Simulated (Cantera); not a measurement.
**N2O furnace oxynitridation**

An isothermal, constant-pressure homogeneous reactor starts with 83.3 % N2O, 16.7 % H2O, at 1525 K and 13000 Pa.

Cantera simulation using GRI-Mech 3.0 (53 species, 325 reactions); the numbers are that mechanism's predictions, not measurements. GRI-Mech 3.0 was tuned for natural gas; its chemistry of N2O as a main component is partial and can be far from experiment. The temperature is held fixed by assumption; the heat of reaction is taken as removed at once.

```json
[
 {"t (s)": "3.00e-6", "x N2O": "0.833", "x H2O": "0.167", "x NO2": "<1e-12", "x H2": "2.33e-12", "x NO": "7.58e-7", "x O": "2.05e-5", "x H2O2": "1.25e-12"},
 {"t (s)": "1.89e-5", "x N2O": "0.833", "x H2O": "0.167", "x NO2": "1.46e-10", "x H2": "5.89e-9", "x NO": "2.22e-5", "x O": "8.18e-5", "x H2O2": "1.39e-9"},
 {"t (s)": "0.000119", "x N2O": "0.831", "x H2O": "0.166", "x NO2": "4.92e-7", "x H2": "1.70e-6", "x NO": "0.000285", "x O": "0.000114", "x H2O2": "2.18e-7"},
 {"t (s)": "0.000754", "x N2O": "0.818", "x H2O": "0.165", "x NO2": "4.80e-5", "x H2": "1.63e-5", "x NO": "0.00209", "x O": "0.000123", "x H2O2": "3.30e-7"},
 {"t (s)": "0.00475", "x N2O": "0.739", "x H2O": "0.161", "x NO2": "0.000427", "x H2": "1.24e-5", "x NO": "0.0124", "x O": "0.000119", "x H2O2": "2.12e-7"},
 {"t (s)": "0.0300", "x N2O": "0.422", "x H2O": "0.142", "x NO2": "0.000646", "x H2": "1.05e-5", "x NO": "0.0535", "x O": "0.000105", "x H2O2": "7.14e-8"},
 {"t (s)": "0.189", "x N2O": "0.0317", "x H2O": "0.119", "x NO2": "0.000153", "x H2": "1.17e-5", "x NO": "0.0979", "x O": "6.16e-5", "x H2O2": "2.08e-8"},
 {"t (s)": "1.19", "x N2O": "4.40e-6", "x H2O": "0.118", "x NO2": "0.000191", "x H2": "1.75e-6", "x NO": "0.0995", "x O": "7.84e-6", "x H2O2": "5.03e-9"},
 {"t (s)": "7.54", "x N2O": "1.88e-6", "x H2O": "0.118", "x NO2": "0.000191", "x H2": "1.75e-6", "x NO": "0.0992", "x O": "7.83e-6", "x H2O2": "5.03e-9"},
 {"t (s)": "47.5", "x N2O": "1.82e-6", "x H2O": "0.118", "x NO2": "0.000188", "x H2": "1.75e-6", "x NO": "0.0974", "x O": "7.85e-6", "x H2O2": "5.04e-9"},
 {"t (s)": "300", "x N2O": "1.47e-6", "x H2O": "0.118", "x NO2": "0.000170", "x H2": "1.73e-6", "x NO": "0.0874", "x O": "7.92e-6", "x H2O2": "5.09e-9"}
]
```
x: mole fraction; the columns are a selection and need not sum to one.

Equilibrium at this temperature and pressure: N2O 2.68e-8, H2O 0.118, NO2 2.99e-6, H2 1.59e-6, NO 0.00142, O 8.56e-6, H2O2 5.50e-9 (gas phase only).
